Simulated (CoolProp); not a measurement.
Saturation properties of isohexane (Tc = 224.6 °C, pc = 30.43 bar, ω = 0.280).

The numbers come from the reference Helmholtz-energy equation of state, Lemmon 2006 in CoolProp. It is a short technical equation, of lower accuracy than the large ones.

```tsv
T (°C)	p (bar)	liquid density (kg/m³)	liquid cp (kJ/(kg K))	vapour Z	surface tension (mN/m)
-28.15	0.01753	695.7	2.000	[?]	22.4
-14.55	0.04064	683.9	2.056	0.9952	20.9
-1.05	0.08492	672.0	2.115	0.9917	19.5
12.55	0.1642	659.8	2.177	0.9867	18.1
26.15	0.2960	647.5	2.241	0.9796	[?]
39.65	0.5006	634.9	2.307	[?]	15.4
53.25	0.8074	621.9	[?]	0.9586	14.1
66.75	1.242	608.6	2.446	0.9441	12.7
```

Problem. What belongs in the gaps?

Solution. 
- -28.15, vapour Z: 0.9975
- 26.15, surface tension (mN/m): 16.8
- 39.65, vapour Z: 0.9704
- 53.25, liquid cp (kJ/(kg K)): 2.375

It boils at 60.2 °C under 1 atm.

Surface tension comes from a separate correlation (Mulero 2012).
